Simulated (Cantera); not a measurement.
An adiabatic, constant-volume homogeneous reactor starts with 14.5 % CO, 0.725 % H₂, 7.93 % O₂, 76.8 % N₂, at 1450 K and 0.230 bar.

Cantera simulation using GRI-Mech 3.0 (53 species, 325 reactions); the numbers are that mechanism's predictions, not measurements.

Predict: time of steepest temperature rise; temperature at 1.00 s; equilibrium temperature; x(CO) at 1.00 s; x(H₂) at 1.00 s; x(O₂) at 1.00 s; x(H₂O₂) at 1.00 s; x(HO₂) at 1.00 s; x(CO₂) at 1.00 s.


```
Property                                                               Value
---------------------------------  -----------------------------------------
time of steepest temperature rise                                   0.639 ms
temperature at 1.00 s                                                 2464 K
equilibrium temperature                                               2464 K
x(CO) at 1.00 s                        0.0410 (gas-phase equilibrium 0.0410)
x(H₂) at 1.00 s                    0.000352 (gas-phase equilibrium 0.000352)
x(O₂) at 1.00 s                        0.0190 (gas-phase equilibrium 0.0190)
x(H₂O₂) at 1.00 s                    3.21e-9 (gas-phase equilibrium 3.21e-9)
x(HO₂) at 1.00 s                     4.06e-7 (gas-phase equilibrium 4.06e-7)
x(CO₂) at 1.00 s                         0.112 (gas-phase equilibrium 0.112)
```
